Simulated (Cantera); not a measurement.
Cantera run, input and output.

```python
import numpy as np
import cantera as ct

gas = ct.Solution("h2o2.yaml")
gas.TPX = 1275, 2666, {'H2': 0.011, 'O2': 1, 'N2': 0.24}
reactor = ct.IdealGasConstPressureReactor(gas, energy="off", clone=False)
net = ct.ReactorNet([reactor])
net.rtol, net.atol = 1e-08, 1e-18
show = ['H2', 'O2', 'O', 'H2O2', 'H', 'OH', 'HO2']
times = np.geomspace(2e-05, 10, 10)

steps = ct.SolutionArray(gas, extra=["t"])
rows = []
print(f"{'t/s':>10s}{'T/K':>9s}{'P/Pa':>11s}" + "".join(f"{s:>11s}" for s in show))
for t in times:
    while net.time < t:
        t_next = net.step()
        steps.append(gas.state, t=t_next)
    rows.append([np.interp(t, steps.t, y) for y in (steps.T, steps.P, *steps(*show).X.T)])
    print(f"{t:10.3e}{rows[-1][0]:9.1f}{rows[-1][1]:11.4g}" + "".join(f"{x:11.3e}" for x in rows[-1][2:]))
rate = np.gradient(steps.T, steps.t)
print("integrator steps:", len(steps.t))
if steps.T.max() > steps.T[0] + 200:
    print(f"time of steepest temperature rise: {steps.t[rate.argmax()]:.4e} s")
gas.TPX = 1275, 2666, {'H2': 0.011, 'O2': 1, 'N2': 0.24}
gas.equilibrate("TP")
print(f"equilibrium (TP): T = {gas.T:.1f} K  " + "  ".join(f"{s} {gas[s].X[0]:.3e}" for s in show))
```

Result:

```
       t/s      T/K       P/Pa         H2         O2          O       H2O2          H         OH        HO2
 2.000e-05   1275.0       2666  8.793e-03  7.994e-01  3.747e-10  2.591e-14  6.208e-10  3.681e-10  9.816e-10
 8.595e-05   1275.0       2666  8.793e-03  7.994e-01  3.637e-09  4.750e-13  1.281e-09  3.363e-09  4.224e-09
 3.694e-04   1275.0       2666  8.793e-03  7.994e-01  3.838e-08  8.488e-12  5.252e-09  3.067e-08  1.823e-08
 1.587e-03   1275.0       2666  8.782e-03  7.994e-01  7.294e-06  1.532e-10  8.049e-07  5.470e-06  1.065e-07
 6.822e-03   1275.0       2666  4.504e-05  7.915e-01  7.228e-03  2.834e-08  3.359e-04  8.670e-04  1.184e-06
 2.932e-02   1275.0       2666  2.907e-05  7.932e-01  5.407e-03  2.540e-08  2.111e-04  7.309e-04  1.011e-06
 1.260e-01   1275.0       2666  1.158e-05  7.964e-01  2.109e-03  1.997e-08  5.191e-05  4.627e-04  6.294e-07
 5.415e-01   1275.0       2666  1.717e-06  7.981e-01  3.094e-04  8.622e-09  2.944e-06  1.792e-04  1.974e-07
 2.327e+00   1275.0       2666  1.574e-07  7.984e-01  2.841e-05  1.687e-09  8.231e-08  5.460e-05  3.343e-08
 1.000e+01   1275.0       2666  1.757e-08  7.985e-01  3.192e-06  2.569e-10  3.107e-09  1.834e-05  8.514e-09
integrator steps: 1599
equilibrium (TP): T = 1275.0 K  H2 3.362e-09  O2 7.985e-01  O 6.151e-07  H2O2 5.811e-11  H 2.635e-10  OH 8.048e-06  HO2 9.614e-09
```

Detailed kinetics in Cantera: the H2/O2 subset of GRI-Mech 3.0, which has no nitrogen chemistry. Radical loss at walls, strong at low pressure, is not modelled.
